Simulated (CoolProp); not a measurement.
Computed with CoolProp (reference Helmholtz-energy equation of state, Tillner-Roth 1994).

Q: Give the vapour pressure (kPa), enthalpy of vaporisation (kJ/kg), vapour Z, surface tension (mN/m) of saturated R134a at 229.2, 238.2, 256.1 K.

A: 
| T (K) | p (kPa) | enthalpy of vaporisation (kJ/kg) | vapour Z | surface tension (mN/m) |
|---|---|---|---|---|
| 229.2 | 41.4 | 228 | 0.977 | 17.9 |
| 238.2 | 66.3 | 223 | 0.968 | 16.5 |
| 256.1 | 151 | 211 | 0.944 | 13.9 |

Surface tension comes from a separate correlation (Mulero 2012).
